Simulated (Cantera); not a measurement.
Feed: 1 mol Si, 0.03 mol HCl, 3.9 mol H₂, at 1400 K and 100 Torr.

Equilibrium computed with Cantera from the NASA thermochemical tables; the gas is ideal and each condensed phase is pure. Candidate condensed phases: Si; 19 gas species. Equilibrium is a limit: real reactors are often held back by kinetics, nucleation or transport.

Base state: H₂ 0.993, HCl 0.00730, SiCl₂ 0.000159, H 1.33e-5 (mole fractions); condensed: Si(s).

Q: What changes in the equilibrium state with this change: HCl from 0.03 to 1.4 mol?

A: 
| species | before | after |
|---|---|---|
| H₂ | 0.993 | 0.826 |
| HCl | 0.00730 | 0.109 |
| SiCl₂ | 0.000159 | 0.0422 |
| SiCl₄ | 1.19e-7 | 0.00846 |
| SiCl₃ | 2.11e-6 | 0.00917 |
| SiHCl₃ | 1.15e-6 | 0.00455 |
| SiH₂Cl₂ | 1.66e-6 | 0.000368 |
| H | 1.33e-5 | 1.21e-5 |
| Si(s), mol | 0.999 | 0.663 |
The tables' values for SiCl₃ are old estimates; treat these amounts as uncertain.
